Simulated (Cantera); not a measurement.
## Carbon deposition, reforming and gasification: C3H8 + NH3 + H2 + CO2

A closed system holds: 1 mol C3H8, 2.8 mol NH3, 7.4 mol H2, 1.4 mol CO2, equilibrated at 1.00 bar.

These are equilibrium values from Cantera (NASA tables, ideal gas, pure condensed phases), not measurements of a reactor. Candidate condensed phases: C, C6H6, C7H8, C8H18, H2O; 136 gas species. Kinetics and transport are ignored.

From 752 °C to 1052 °C the condensed part is C(graphite). The main C-bearing gas is CO throughout. The share of C in condensed phases is highest at 1052 °C (34.9 %) and lowest at 752 °C (31.3 %).

```csv
T (°C),log p H2,log p CO,log p N2,log p CH4,log p H2O,log p CO2,log p NH3,n C(graphite)
752,-0.13,-0.93,-1.12,-1.40,-1.64,-2.32,-4.06,1.38
802,-0.12,-0.89,-1.13,-1.59,-1.91,-2.64,-4.19,1.39
852,-0.12,-0.87,-1.14,-1.77,-2.17,-2.97,-4.30,1.42
902,-0.11,-0.86,-1.14,-1.94,-2.43,-3.28,-4.41,1.46
952,-0.11,-0.85,-1.15,-2.10,-2.67,-3.58,-4.51,1.49
1002,-0.11,-0.85,-1.15,-2.25,-2.89,-3.86,-4.60,1.52
1052,-0.11,-0.85,-1.15,-2.39,-3.10,-4.11,-4.68,1.53
```
log p: log10 of the partial pressure in bar; n: condensed amount in mol.
